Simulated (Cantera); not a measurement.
TiO₂ + H₂ (hydrogen reduction and annealing atmospheres)

A closed system holds: 1 mol TiO₂, 210 mol H₂, held at 1050 K and 50.0 mbar.

Cantera equilibrium calculation (NASA polynomials, part measured and part estimated; ideal gas, pure solids and liquids). Candidate condensed phases: H₂O, Ti, TiO, TiO₂, Ti₂O₃, Ti₃O₅, Ti₄O₇; 12 gas species. Mutual solubility and eutectic melting of coexisting phases are not modelled. Condensed phases not in the tables: Magnéli phases beyond Ti₄O₇. Equilibrium is a limit: real reactors are often held back by kinetics, nucleation or transport.

```json
{
  "x(H₂)": "1.000",
  "x(H₂O)": "0.000158",
  "n(TiO₂(rutile))": "0.867 mol",
  "n(Ti₄O₇(s))": "0.0332 mol",
  "gas_amount": "210.0 mol",
  "log10 activity of Ti₃O₅(s) (absent)": "-0.24",
  "log10 activity of Ti₂O₃(s) (absent)": "-0.62",
  "log10 activity of Ti(α) (absent)": "-11.01"
}
```
